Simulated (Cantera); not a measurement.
Charge: 1 mol CsCl, 1 mol O2, 1.3 mol H2, at 13.3 mbar.

Method: chemical equilibrium by Gibbs-energy minimisation in Cantera with the NASA 1993 tables (ideal gas, pure condensed phases). Candidate condensed phases: Cs, CsCl, CsOH, H2O; 22 gas species. The numbers say what is thermodynamically allowed, not how fast it happens. All values below are at 1600 K.

Base state: H2O 0.486, CsCl 0.372, O2 0.132, CsOH 0.00411, HCl 0.00398, OH 0.00102, Cs2Cl2 0.000542, Cl 0.000169 (mole fractions); condensed: gas only.

Task: What changes in the equilibrium state with this change: O2 from 1 to 0.65 mol?

Result: 
| species | before | after |
|---|---|---|
| H2O | 0.486 | 0.559 |
| CsCl | 0.372 | 0.429 |
| HCl | 0.00398 | 0.00470 |
| O2 | 0.132 | 0.000609 |
| H2 | 7.69e-5 | 0.00130 |
| O | 4.56e-5 | 3.10e-6 |
| H | 4.13e-6 | 1.70e-5 |
| Cs | 3.96e-5 | 0.000159 |
| OH | 0.00102 | 0.000286 |
